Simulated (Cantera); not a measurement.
Charge: 1 mol SO₂, 0.041 mol H₂, equilibrated at 2725 K and 0.0133 bar.

Method: chemical equilibrium by Gibbs-energy minimisation in Cantera with the NASA 1993 tables (ideal gas, pure condensed phases). Candidate condensed phases: H₂O, H₂SO₄, S; 19 gas species. Kinetics and transport are ignored.

Task: What is the equilibrium state?

Result: 
```json
{
  "x(SO₂)": "0.471",
  "x(SO)": "0.247",
  "x(O)": "0.106",
  "x(O₂)": "0.0924",
  "x(S)": "0.0298",
  "x(H)": "0.0281",
  "x(OH)": "0.0160",
  "x(H₂O)": "0.00585",
  "x(H₂)": "0.00270",
  "gas_amount": "1.332 mol",
  "log10 activity of S(l) (absent)": "-4.24"
}
```
